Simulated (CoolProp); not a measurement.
Vapour-liquid equilibrium of CH2F2 (R32) (1) + toluene (2) at 325.1 K; x and y are mole fractions of (1).

The numbers come from the multi-fluid Helmholtz-energy mixture model, Tillner-Roth 1997 and Lemmon 2006; pair parameters Bell 2016 in CoolProp.

```csv
x,"bubble pressure, mixture model (kPa)","bubble pressure, Raoult's law (kPa)","y, mixture model","y, Raoult's law"
0.05,417.6,176.9,0.965,0.928
0.2,1365,667.7,0.986,0.984
0.35,1907,1158,0.989,0.993
0.5,2172,1649,0.990,0.996
0.65,2344,2140,0.990,0.998
0.8,2582,2631,0.992,0.999
0.95,3039,3121,0.996,1.000
```

The largest gap from Raoult's law is +136.1 % in bubble pressure, at x = 0.05. No azeotrope shows between x = 0.05 and 0.95.

Pair parameters are fitted to limited data, so mixtures are less certain than the pure fluids. The gap from Raoult's law changes sign with composition, which may be real or a fault of the pair parameters; it wasn't checked against measurements. With so large a gap from Raoult's law the liquid may split in two, which this calculation doesn't test in full.
